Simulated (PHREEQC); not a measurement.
Nickel, zinc or cadmium bath: speciation

Make-up at 25 °C: 0.026 mol CdSO4 and 0.0058 mol KCl per kg of water. Closed to the air; pH follows from the charge balance.

Model: ion-association model, wateq4f.dat, run in PHREEQC.

No solid was allowed to form.

Question: What pH, ionic strength does the model give?

Answer: pH 6.08; ionic strength 0.0620 mol/kgw.

Question: In which forms is Cl present?

Answer: Cl- 65 %, CdCl+ 34 %, CdCl2 0.7 % of the Cl.
